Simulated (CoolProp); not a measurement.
Vapour-liquid equilibrium of dimethyl ether (1) + 1-butene (2) at 365.3 K; x and y are mole fractions of (1).

Model: multi-fluid Helmholtz-energy mixture model, Wu 2011 and Lemmon 2005; pair parameters Bell 2016, in CoolProp.

Give the bubble pressure and the first vapour's composition at x = 0.05, 0.2, 0.35. Is there an azeotrope?

x = 0.05: 1.612 MPa, y = 0.081; x = 0.2: 1.841 MPa, y = 0.287; x = 0.35: 2.056 MPa, y = 0.453. No azeotrope shows between x = 0.05 and 0.95.

The pair parameters rest on a limited set of measurements; away from them the model extrapolates.
